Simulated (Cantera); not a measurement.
## Reactions in the system Cr-H-N-O

Cantera with NASA thermochemical tables; ideal gases at 1 bar, condensed phases pure. Values are per mole of reaction as written; species without (g) are pure solids or liquids, kept so even where they would boil at 1 bar.

2 CrO3(g) + 7 H(g) + NO(g) → 7 OH(g) + Cr2N

| T (K) | ΔH° (kJ) | ΔS° (J/K) | ΔG° (kJ) | log10 K |
|---|---|---|---|---|
| 300 | -881.6 | -195.2 | -823.1 | 143.31 |
| 473 | -885.3 | -204.6 | -788.5 | 87.08 |
| 523 | -886.8 | -207.7 | -778.2 | 77.72 |
| 573 | -888.5 | -210.7 | -767.8 | 69.99 |
| 623 | -890.3 | -213.7 | -757.2 | 63.48 |
| 673 | -892.1 | -216.5 | -746.4 | 57.93 |
| 723 | -894.0 | -219.2 | -735.5 | 53.14 |
| 773 | -895.9 | -221.7 | -724.5 | 48.96 |
| 823 | -897.8 | -224.1 | -713.3 | 45.27 |
| 873 | -899.6 | -226.2 | -702.1 | 42.01 |
| 923 | -901.4 | -228.2 | -690.7 | 39.09 |
